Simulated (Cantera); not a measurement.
Charge: 1 mol Fe2O3, 2100 mol H2, 6.6 mol H2O, equilibrated at 1.00 Torr.

Method: chemical equilibrium by Gibbs-energy minimisation in Cantera with the NASA 1993 tables (ideal gas, pure condensed phases). Candidate condensed phases: Fe, FeO, Fe(OH)2, Fe(OH)3, Fe2O3, Fe3O4, H2O; 12 gas species. Equilibrium is a limit: real reactors are often held back by kinetics, nucleation or transport.

x: gas mole fraction; n: condensed amount in mol.

```
T (K)   x H2       x H    x H2O      x Fe  n Fe(α)  n Fe(γ)
-----  -----  --------  -------  --------  -------  -------
673    0.995    <1e-12  0.00456    <1e-12     2.00        0
823    0.995  2.00e-10  0.00456    <1e-12     2.00        0
973    0.995   2.95e-8  0.00456       [?]     2.00        0
1123   0.995   1.16e-6  0.00456       [?]     2.00        0
1273   0.995   1.95e-5  0.00456       [?]        0     2.00
1423   0.995  0.000181  0.00456       [?]        0     1.96
1573   0.994   0.00111  0.00455       [?]        0    0.960
1723   0.990   0.00497  0.00454  0.000946        0        0
1873   0.977    0.0175  0.00451  0.000940        0        0
2023   0.944    0.0505  0.00441  0.000924        0        0
2173   0.871     0.123  0.00418  0.000890        0        0
```

Complete the blanks.


- 973, x Fe: 2.85e-12
- 1123, x Fe: 2.34e-9
- 1273, x Fe: 3.73e-7
- 1423, x Fe: 2.00e-5
- 1573, x Fe: 0.000493
